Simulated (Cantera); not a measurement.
Input (Python, Cantera) and output of one run.

```python
import numpy as np
import cantera as ct

gas_names = [...]  # 151 gases of nasa_gas.yaml made of C, H, N, O, Si
cond_names = """
    C(gr) C6H6(L) C7H8(L) C8H18(L),n-octa H2O(s) H2O(L) Si(cr) Si(L) SiC(b) SiO2(Lqz) SiO2(hqz) SiO2(L)
    Si2N2O(s) Si3N4(a)
""".split()


# ... load() reads the species with a 1 bar reference pressure and builds the phases ...
atoms = {
    'SiC': {'Si': 1, 'C': 1},
    'H2O': {'H': 2, 'O': 1},
    'N2': {'N': 2},
}
top_T = {'C(gr)': 4500, 'SiC(b)': 3050, 'Si2N2O(s)': 2100, 'Si3N4(a)': 2400}  # K; cautious upper limits of use, not melting points


# ... equilibrate(T, P, feed) seeds the gas with the atoms and calls Mixture.equilibrate('TP', solver="vcs", rtol=1e-11, max_steps=5000) ...
results = []
T = 1375  # K
P = 8000  # Pa
for m in [0.0066, 0.011, 0.02, 0.034, 0.06, 0.1, 0.18, 0.31, 0.54, 0.94, 1.6, 2.8, 4.9]:
    feed = {'SiC': 1, 'H2O': m, 'N2': 110}  # mol
    mix = equilibrate(T, P, feed)
    results.append((T, P, feed, dict(zip(mix.species_names, mix.species_moles))))
    x = sorted(zip(gas.X, gas.species_names), reverse=True)
    print(f"T = {T:g} K  P = {P:g} Pa  n(H2O) = {m:g} mol  gas = {mix.phase_moles(0):.4g} mol")
    print("   x: " + "  ".join(f"{s} {v:.3e}" for v, s in x if v > 0.001))
    print("   condensed (mol): " + ("  ".join(f"{mix.phase(i).name} {mix.phase_moles(i):.4g}"
          for i in range(1, mix.n_phases) if mix.phase_moles(i) > 1e-12) or "none"))
```

Output:

```
T = 1375 K  P = 8000 Pa  n(H2O) = 0.0066 mol  gas = 109.3 mol
   x: N2 9.999e-01
   condensed (mol): C(gr) 0.9948  Si2N2O(s) 0.001778  Si3N4(a) 0.3321
T = 1375 K  P = 8000 Pa  n(H2O) = 0.011 mol  gas = 109.4 mol
   x: N2 9.999e-01
   condensed (mol): C(gr) 0.9947  Si2N2O(s) 0.006178  Si3N4(a) 0.3292
T = 1375 K  P = 8000 Pa  n(H2O) = 0.02 mol  gas = 109.4 mol
   x: N2 9.998e-01
   condensed (mol): C(gr) 0.9946  Si2N2O(s) 0.01518  Si3N4(a) 0.3232
T = 1375 K  P = 8000 Pa  n(H2O) = 0.034 mol  gas = 109.4 mol
   x: N2 9.996e-01
   condensed (mol): C(gr) 0.9944  Si2N2O(s) 0.02918  Si3N4(a) 0.3139
T = 1375 K  P = 8000 Pa  n(H2O) = 0.06 mol  gas = 109.4 mol
   x: N2 9.994e-01
   condensed (mol): C(gr) 0.9941  Si2N2O(s) 0.05518  Si3N4(a) 0.2965
T = 1375 K  P = 8000 Pa  n(H2O) = 0.1 mol  gas = 109.5 mol
   x: N2 9.990e-01
   condensed (mol): C(gr) 0.9938  Si2N2O(s) 0.09517  Si3N4(a) 0.2699
T = 1375 K  P = 8000 Pa  n(H2O) = 0.18 mol  gas = 109.6 mol
   x: N2 9.983e-01  H2 1.634e-03
   condensed (mol): C(gr) 0.9934  Si2N2O(s) 0.1752  Si3N4(a) 0.2166
T = 1375 K  P = 8000 Pa  n(H2O) = 0.31 mol  gas = 109.7 mol
   x: N2 9.971e-01  H2 2.813e-03
   condensed (mol): C(gr) 0.9928  Si2N2O(s) 0.3052  Si3N4(a) 0.1299
T = 1375 K  P = 8000 Pa  n(H2O) = 0.54 mol  gas = 110.1 mol
   x: N2 9.947e-01  H2 4.891e-03
   condensed (mol): C(gr) 0.9569  Si2N2O(s) 0.5
T = 1375 K  P = 8000 Pa  n(H2O) = 0.94 mol  gas = 110.9 mol
   x: N2 9.875e-01  H2 8.458e-03  CO 3.968e-03
   condensed (mol): C(gr) 0.5559  Si2N2O(s) 0.5
T = 1375 K  P = 8000 Pa  n(H2O) = 1.6 mol  gas = 112.1 mol
   x: N2 9.768e-01  H2 1.426e-02  CO 8.916e-03
   condensed (mol): SiO2(hqz) 0.06631  Si2N2O(s) 0.4668
T = 1375 K  P = 8000 Pa  n(H2O) = 2.8 mol  gas = 113.7 mol
   x: N2 9.666e-01  H2 2.461e-02  CO 8.791e-03
   condensed (mol): SiO2(hqz) 0.8661  Si2N2O(s) 0.06684
T = 1375 K  P = 8000 Pa  n(H2O) = 4.9 mol  gas = 115.9 mol
   x: N2 9.491e-01  H2 2.764e-02  H2O 1.463e-02  CO 6.869e-03  CO2 1.759e-03
   condensed (mol): SiO2(hqz) 1
```

Cantera equilibrium calculation (NASA polynomials, part measured and part estimated; ideal gas, pure solids and liquids). N2 is the only nitrogen source here; it is nearly inert below about 1500 K, so the nitride shown seldom forms there in practice. Mutual solubility and eutectic melting of coexisting phases are not modelled. The tables hold silica as quartz up to 1696 K and as liquid above; real silica turns to tridymite and cristobalite and melts near 1996 K.
